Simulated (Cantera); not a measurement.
Input: 1 mol ZrO2, 570 mol H2, 7.8 mol H2O, held at 1452 °C and 1.50 bar.

Method: chemical equilibrium by Gibbs-energy minimisation in Cantera with the NASA 1993 tables (ideal gas, pure condensed phases). Candidate condensed phases: H2O, Zr, ZrO2; 12 gas species. Kinetics and transport are ignored.

Task: What is the equilibrium state?

Result: x(H2): 0.986
x(H2O): 0.0135
x(H): 0.000151
n(ZrO2(tetragonal)): 1.00 mol
gas amount: 577.8 mol
log10 activity of Zr(β) (absent): -10.62
